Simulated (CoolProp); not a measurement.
Octamethyltrisiloxane (MDM) along the isotherm 575 K: Z from the reference equation and from simpler models built on Tc = 565.4 K, pc = 1.438 MPa, ω = 0.528; each cubic takes its own stable root.

The numbers come from the reference Helmholtz-energy equation of state, Thol 2017 in CoolProp.

```tsv
p (MPa)	phase	reference	van der Waals	Soave-Redlich-Kwong	Peng-Robinson
0.327	gas	0.9246	0.9313	0.9239	0.9155
0.653	gas	0.8380	0.8528	0.8390	0.8230
0.98	gas	0.7330	0.7572	(withheld)	0.7166
1.31	gas	0.5908	0.6222	0.6096	0.5816
1.63	supercritical	0.3260	0.3294	0.3722	0.3487
1.96	supercritical	0.2507	0.3380	0.3055	0.2788
2.29	supercritical	0.2697	0.3692	0.3213	0.2916
2.61	supercritical	0.2938	0.4031	0.3441	0.3114
2.94	supercritical	0.3203	(withheld)	0.3700	0.3343
3.27	supercritical	0.3473	0.4756	0.3967	(withheld)
3.59	supercritical	0.3737	0.5110	0.4230	0.3814
```

Problem. What belongs in the gaps?

Solution. 
- 0.98, Soave-Redlich-Kwong: 0.7395
- 2.94, van der Waals: 0.4391
- 3.27, Peng-Robinson: 0.3580
